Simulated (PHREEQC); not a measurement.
# Buffer: an equilibrium model

Make-up at 20 °C: 0.62 mol/kgw HF, 0.21 mol/kgw KOH and 0.022 mol/kgw NaCl. Closed to the air; pH follows from the charge balance.

Computed with PHREEQC (ion-association model, wateq4f.dat).

Each row changes one thing in this solution. This is a speciation only: nothing precipitates in the calculation.

```csv
case,pH,ionic strength (mol/kgw),HF (mol/kgw),F- (mol/kgw),H2F2 (mol/kgw),HF2- (mol/kgw),SI of Halite (NaCl)
as made,2.87,0.233,0.160,0.130,0.0839,0.0808,-5.19
NaCl from 0.022 to 0.033 mol/kgw,2.86,0.244,0.160,0.130,0.0840,0.0807,-4.84
diluted 5-fold with water,2.87,0.0479,0.0544,0.0362,0.00933,0.00733,-6.46
KOH from 0.21 to 0.231 mol/kgw,2.94,0.254,0.151,0.146,0.0753,0.0859,-5.19
diluted 100-fold with water,3.08,0.00319,0.00313,0.00294,3.05e-5,3.39e-5,-8.94
temperature from 20 to 85 °C,3.06,0.233,0.261,0.0974,0.0173,0.113,-5.35
diluted 2-fold with water,2.87,0.117,0.104,0.0764,0.0346,0.0300,-5.73
```

Complexes and solids missing from the database can't appear. wateq4f.dat counts part of the HF as a dimer, H2F2, which phreeqc.dat doesn't know; its constant is uncertain. Away from 25 °C the constants follow the database's enthalpies or fits; those with neither stay at their 25 °C values.
